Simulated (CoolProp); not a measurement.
Fluorine at several states: density (kg/m³) from the reference equation and from simpler models built on Tc = 144.4 K, pc = 5.240 MPa, ω = 0.045; each cubic takes its own stable root.

Values from CoolProp's reference Helmholtz-energy equation of state, de Reuck 1990.

| T (K) | p (MPa) | phase | reference |
|---|---|---|---|
| 172.8 | 8.74 | supercritical | 365.8 |
| 111 | 20 | liquid | 1385 |
| 235.2 | 1.55 | gas | 30.70 |

How far does each simpler model (van der Waals, Redlich-Kwong, Soave-Redlich-Kwong, Peng-Robinson) lie from the reference over these 3 states: mean and median of the absolute difference, and the worst?


- van der Waals: mean 12.1 %, median 8.3 %, worst -27.3 % at 111 K and 20 MPa
- Redlich-Kwong: mean 0.3 %, median 0.2 %, worst +0.6 % at 111 K and 20 MPa
- Soave-Redlich-Kwong: mean 0.9 %, median 0.6 %, worst -2.1 % at 172.8 K and 8.74 MPa
- Peng-Robinson: mean 5.7 %, median 3.5 %, worst +13.0 % at 111 K and 20 MPa
